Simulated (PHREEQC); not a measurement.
Buffer

A solution holds 0.018 mol NH4Cl, 0.0009 mol NH3 and 0.0089 mol KCl per kg of water, at 25 °C. Closed to the air; pH follows from the charge balance.

All values are PHREEQC results (ion-association model, wateq4f.dat), not measurements.

This is a speciation only: nothing precipitates in the calculation.

Problem. Estimate the pH.

Solution. pH 8.01.

Problem. In which forms is N present?

Solution. NH4+ 95 %, NH3 4.8 % of the N.
